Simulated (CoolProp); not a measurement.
Values from CoolProp's reference Helmholtz-energy equation of state, Thol 2015.

Problem. For 1,2-dichloroethane, give the phase and the density (kg/m³), Joule-Thomson coefficient (K/MPa), isothermal compressibility (1/MPa), expansivity (1/kK) at 133.45 °C and 4110 kPa; 156.75 °C and 4110 kPa; 180.15 °C and 4110 kPa.

Solution. 
- 133.45 °C and 4110 kPa: liquid; density 1080, Joule-Thomson coefficient -0.220, isothermal compressibility 0.00212, expansivity 1.63
- 156.75 °C and 4110 kPa: liquid; density 1040, Joule-Thomson coefficient -0.143, isothermal compressibility 0.00280, expansivity 1.82
- 180.15 °C and 4110 kPa: liquid; density 992, Joule-Thomson coefficient -0.0388, isothermal compressibility 0.00382, expansivity 2.08
